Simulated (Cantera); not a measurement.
Charge: 1 mol SiHCl3, 0.017 mol Cl2, 240 mol H2, equilibrated at 13.3 mbar.

Cantera equilibrium calculation (NASA polynomials, part measured and part estimated; ideal gas, pure solids and liquids). Candidate condensed phases: Si; 19 gas species. Equilibrium is a limit: real reactors are often held back by kinetics, nucleation or transport. All values below are at 1050 °C.

Base state: H2 0.988, HCl 0.0118, SiCl2 0.000382, H 1.37e-5 (mole fractions); condensed: Si(s).

Task: What changes in the equilibrium state with this change: H2 from 240 to 14 mol?

Result: 
```
species       before    after
----------  --------  -------
H2             0.988    0.859
HCl           0.0118    0.101
SiCl2       0.000382   0.0326
SiCl4        3.24e-7  0.00236
SiCl3        4.76e-6  0.00376
SiHCl3       1.38e-6  0.00102
SiH2Cl2      8.45e-7  6.27e-5
Si(s), mol     0.906    0.365
```
The tables' values for SiCl3 are old estimates; treat these amounts as uncertain.
